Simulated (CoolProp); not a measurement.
Computed with CoolProp (reference Helmholtz-energy equation of state, Tillner-Roth 1997).

Question: Give the vapour pressure (bar), liquid cp (kJ/(kg K)), liquid viscosity (µPa s), vapour viscosity (µPa s) of saturated CH2F2 (R32) at 231.7, 243.3, 246.2 K.

Answer: 
```csv
T (K),p (bar),liquid cp (kJ/(kg K)),liquid viscosity (µPa s),vapour viscosity (µPa s)
231.7,1.66,1.60,260,10.3
243.3,2.75,1.63,223,10.9
246.2,3.10,1.64,214,11.0
```

Viscosity comes from a separate model (Bell 2016), an estimate that may be off by 10 % or more.
